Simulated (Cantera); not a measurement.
Cantera run:

```python
import numpy as np
import cantera as ct

gas_names = """
    B BCL BCL2 BCL3 BN BO BOCL BO2 B2 B2O B2O2 B2O3 B3O3CL3 CL CLO CL2 N NO NO2 NO3 N2 N2O O O2 O3
""".split()
cond_names = """
    B(b) B(L) BN(s) B2O3(L)
""".split()


# ... load() reads the species with a 1 bar reference pressure and builds the phases ...
atoms = {
    'BCl3': {'B': 1, 'CL': 3},
    'O2': {'O': 2},
    'N2': {'N': 2},
}
top_T = {'BN(s)': 3200}  # K; cautious upper limits of use, not melting points


# ... equilibrate(T, P, feed) seeds the gas with the atoms and calls Mixture.equilibrate('TP', solver="vcs", rtol=1e-11, max_steps=5000) ...
results = []
T = 1223  # K
P = 13332.2  # Pa
for m in [0.31, 0.44, 0.61, 0.85, 1.2, 1.7, 2.3, 3.2, 4.5, 6.3, 8.8]:
    feed = {'BCl3': 1, 'O2': m, 'N2': 0.83}  # mol
    mix = equilibrate(T, P, feed)
    results.append((T, P, feed, dict(zip(mix.species_names, mix.species_moles))))

top = {s: max(r[3][s] / sum(r[3][g] for g in gas_names) for r in results) for s in gas_names}
cols = sorted((s for s in top if top[s] > 1e-06), key=lambda s: -top[s])[:7]
seen = [c for c in cond_names if any(r[3].get(c, 0) > 1e-12 for r in results)]
print("log10 of partial pressures in bar; condensed amounts in mol")
print(f"{'n(O2)':>10s}" + "".join(f"{s[:9]:>10s}" for s in cols + seen))
for T, P, feed, n in results:
    ng = sum(n[g] for g in gas_names)
    print(f"{feed['O2']:10.4g}" + "".join(f"{np.log10(max(n[s] / ng * P / 1e5, 1e-99)):10.3f}" for s in cols)
          + "".join(f"{n.get(c, 0):10.4g}" for c in seen))
```

Result:

```
log10 of partial pressures in bar; condensed amounts in mol
     n(O2)        O2       CL2        N2      BCL3   B3O3CL3        CL        NO   B2O3(L)
      0.31    -8.972    -1.400    -1.267    -1.526    -2.072    -2.923    -8.363   0.07671
      0.44    -8.476    -1.265    -1.285    -1.697    -2.243    -2.856    -8.124    0.2018
      0.61    -7.745    -1.146    -1.308    -2.065    -2.611    -2.796    -7.770    0.3653
      0.85    -2.264    -1.092    -1.344    -6.095    -6.641    -2.769    -5.047       0.5
       1.2    -1.669    -1.151    -1.403    -6.630    -7.176    -2.798    -4.779       0.5
       1.7    -1.416    -1.223    -1.474    -6.927    -7.474    -2.834    -4.688       0.5
       2.3    -1.276    -1.296    -1.547    -7.142    -7.688    -2.871    -4.655       0.5
       3.2    -1.167    -1.387    -1.638    -7.360    -7.906    -2.917    -4.646       0.5
       4.5    -1.087    -1.492    -1.742    -7.578    -8.124    -2.969    -4.658       0.5
       6.3    -1.029    -1.605    -1.854    -7.792    -8.338    -3.026    -4.685       0.5
       8.8    -0.987    -1.726    -1.974    -8.004    -8.550    -3.086    -4.724       0.5
```

These are equilibrium values from Cantera (NASA tables, ideal gas, pure condensed phases), not measurements of a reactor. The tables' values for BOCl are old estimates; treat these amounts as uncertain.
